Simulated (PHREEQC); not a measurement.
Model water analysis in mg/L, 25 °C, pH 7.74, pe 1.7:

```json
[
 {"constituent": "Na", "mg/L": "15.6"},
 {"constituent": "K", "mg/L": "81.1"},
 {"constituent": "Ca", "mg/L": "121"},
 {"constituent": "Mg", "mg/L": "58.4"},
 {"constituent": "Cl", "mg/L": "228"},
 {"constituent": "S(6) as SO4", "mg/L": "293"},
 {"constituent": "Alkalinity as HCO3", "mg/L": "81.2"},
 {"constituent": "F", "mg/L": "5.7"},
 {"constituent": "N(-3) as NH4", "mg/L": "0.133"},
 {"constituent": "Fe(2)", "mg/L": "2.87"}
]
```

Valence states are taken as typed.

All values are PHREEQC results (ion-association model, phreeqc.dat), not measurements.

| Property | Result |
|---|---|
| ionic strength | 0.0193 mol/kgw |
| specific conductance | 1420 µS/cm |
| charge-balance error | -1.9 % |

| species | molality | activity | log γ |
|---|---|---|---|
| Cl- | 0.00644 | 0.00560 | -0.060 |
| Ca+2 | 0.00262 | 0.00155 | -0.227 |
| SO4-2 | 0.00228 | 0.00134 | -0.231 |
| K+ | 0.00206 | 0.00179 | -0.061 |
| Mg+2 | 0.00199 | 0.00119 | -0.223 |
| HCO3- | 0.00125 | 0.00110 | -0.057 |
| Na+ | 0.000674 | 0.000590 | -0.058 |
| MgSO4 | 0.000373 | 0.000374 | 0.002 |
| CaSO4 | 0.000368 | 0.000370 | 0.002 |

This is a speciation only: nothing precipitates in the calculation. Examples of supersaturated solids here: Fluorite, Siderite. Others may be too. Species that the database lacks are ignored. Fluoro complexes past AlF4- and FeF3 are missing from the database.
